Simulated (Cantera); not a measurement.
A perfectly stirred reactor is fed with H2 : O2 = 0.081 : 1 (molar parts), equivalence ratio 0.041, at 10.00 Torr; it is held at 1300 K, and followed from long to short residence time.

Model: GRI-Mech 3.0 (53 species, 325 reactions), integrated in Cantera. Radical loss at walls, strong at low pressure, is not modelled. The temperature is held fixed by assumption; the heat of reaction is taken as removed at once.

x: mole fraction; the columns are a selection and need not sum to one.

```tsv
τ (s)	x H2	x O2	x H	x HO2	x H2O2	x H2O
1.0	0.000246	0.917	0.000393	1.61e-6	6.98e-8	0.0761
0.60	0.000336	0.915	0.000637	1.88e-6	7.82e-8	0.0756
0.36	(withheld)	0.912	(withheld)	(withheld)	(withheld)	0.0749
0.21	0.000620	0.909	0.00163	2.47e-6	9.45e-8	0.0741
0.12	0.000844	0.904	0.00259	2.76e-6	1.02e-7	0.0728
0.074	0.00109	0.899	0.00373	2.98e-6	1.07e-7	0.0715
0.044	0.00140	0.894	0.00528	3.18e-6	1.12e-7	0.0698
0.026	0.00179	0.888	0.00709	3.34e-6	1.16e-7	0.0680
0.015	0.00230	0.882	0.00904	3.46e-6	1.20e-7	0.0659
0.0091	(withheld)	0.879	(withheld)	3.54e-6	1.26e-7	0.0640
```

Problem. What belongs in the gaps?

Solution. 
- 0.36, x H2: 0.000455
- 0.36, x H: 0.00102
- 0.36, x HO2: 2.17e-6
- 0.36, x H2O2: 8.64e-8
- 0.0091, x H2: 0.00292
- 0.0091, x H: 0.0107
